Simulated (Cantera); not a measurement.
Cantera run:

```python
import numpy as np
import cantera as ct

gas_names = """
    F F2 N NF NF2 NF3 N2 Si SiF SiF2 SiF3 SiF4 SiN Si2 Si2N Si3
""".split()
cond_names = """
    Si(cr) Si(L) Si3N4(a)
""".split()


def load(file, names, dense=False):
    # The tables refer to 1 bar. Condensed volumes are neglected.
    table = {s.name: s for s in ct.Species.list_from_file(file)}
    out = []
    for n in names:
        d = dict(table[n].input_data)
        d["thermo"] = dict(d["thermo"], **{"reference-pressure": 1e5})
        if dense:
            d["equation-of-state"] = {"model": "constant-volume", "density": "1e6 g/cm^3"}
        out.append(ct.Species.from_dict(d))
    return out


gas = ct.Solution(thermo="ideal-gas", species=load("nasa_gas.yaml", gas_names))
cond = {s.name: ct.Solution(thermo="fixed-stoichiometry", species=[s], name=s.name)
        for s in load("nasa_condensed.yaml", cond_names, dense=True)}
atoms = {
    'Si': {'Si': 1},
    'NF3': {'N': 1, 'F': 3},
    'N2': {'N': 2},
}
top_T = {'Si3N4(a)': 2400}  # K; cautious upper limits of use, not melting points


def equilibrate(T, P, feed):
    n = {}
    for name, mol in feed.items():
        for a, k in atoms[name].items():
            n[a] = n.get(a, 0.0) + k * mol
    gas.TPX = T, P, n
    mass = sum(n.values()) * gas.mean_molecular_weight
    gas.equilibrate("TP")
    valid = [c for c in cond.values() if c.min_temp <= T <= top_T.get(c.name, c.max_temp)]
    mix = ct.Mixture([(gas, mass / gas.mean_molecular_weight)] + [(c, 0.0) for c in valid])
    mix.T, mix.P = T, P
    mix.equilibrate("TP", solver="vcs", rtol=1e-11, max_steps=5000)
    return mix


results = []
T = 1223.15  # K
P = 4200  # Pa
for m in [0.52, 0.95, 1.4, 1.8, 2.3, 2.7, 3.1, 3.6, 4, 4.4, 4.9, 5.3, 5.7]:
    feed = {'Si': 1, 'NF3': m, 'N2': 2.3}  # mol
    mix = equilibrate(T, P, feed)
    results.append((T, P, feed, dict(zip(mix.species_names, mix.species_moles))))

top = {s: max(r[3][s] / sum(r[3][g] for g in gas_names) for r in results) for s in gas_names}
cols = sorted((s for s in top if top[s] > 0.0001), key=lambda s: -top[s])[:7]
seen = [c for c in cond_names if any(r[3].get(c, 0) > 1e-12 for r in results)]
print("log10 of partial pressures in bar; condensed amounts in mol")
print(f"{'n(NF3)':>10s}" + "".join(f"{s[:9]:>10s}" for s in cols + seen))
for T, P, feed, n in results:
    ng = sum(n[g] for g in gas_names)
    print(f"{feed['NF3']:10.4g}" + "".join(f"{np.log10(max(n[s] / ng * P / 1e5, 1e-99)):10.3f}" for s in cols)
          + "".join(f"{n.get(c, 0):10.4g}" for c in seen))
```

It prints:

```
log10 of partial pressures in bar; condensed amounts in mol
    n(NF3)        N2         F      SiF4        F2      SiF3  Si3N4(a)
      0.52    -1.449   -15.169    -2.192   -29.898    -4.633    0.2032
      0.95    -1.483   -15.138    -2.043   -29.834    -4.516   0.09563
       1.4    -1.523    -2.704    -2.000    -4.966   -16.906         0
       1.8    -1.617    -1.999    -2.122    -3.558   -17.733         0
       2.3    -1.698    -1.809    -2.236    -3.178   -18.037         0
       2.7    -1.747    -1.738    -2.309    -3.036   -18.181         0
       3.1    -1.786    -1.693    -2.372    -2.946   -18.288         0
       3.6    -1.826    -1.656    -2.439    -2.871   -18.393         0
         4    -1.852    -1.635    -2.486    -2.829   -18.461         0
       4.4    -1.875    -1.618    -2.528    -2.796   -18.520         0
       4.9    -1.899    -1.602    -2.575    -2.764   -18.583         0
       5.3    -1.915    -1.592    -2.610    -2.743   -18.628         0
       5.7    -1.930    -1.583    -2.642    -2.726   -18.669         0
```

Method: chemical equilibrium by Gibbs-energy minimisation in Cantera with the NASA 1993 tables (ideal gas, pure condensed phases). The tables' values for SiF3 are old estimates; treat these amounts as uncertain.
